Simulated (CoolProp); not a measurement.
Vapour-liquid equilibrium of carbon dioxide (1) + dimethyl ether (2) at 281.9 K; x and y are mole fractions of (1).

Computed with CoolProp (multi-fluid Helmholtz-energy mixture model, Span 1996 and Wu 2011; pair parameters Bell 2016).

Q: Give the bubble pressure and the first vapour's composition at x = 0.275, 0.5, 0.65. Is there an azeotrope?

A: x = 0.275: 11.20 bar, y = 0.732; x = 0.5: 19.23 bar, y = 0.877; x = 0.65: 25.52 bar, y = 0.927. No azeotrope shows between x = 0.05 and 0.95.

Pair parameters are fitted to limited data, so mixtures are less certain than the pure fluids.
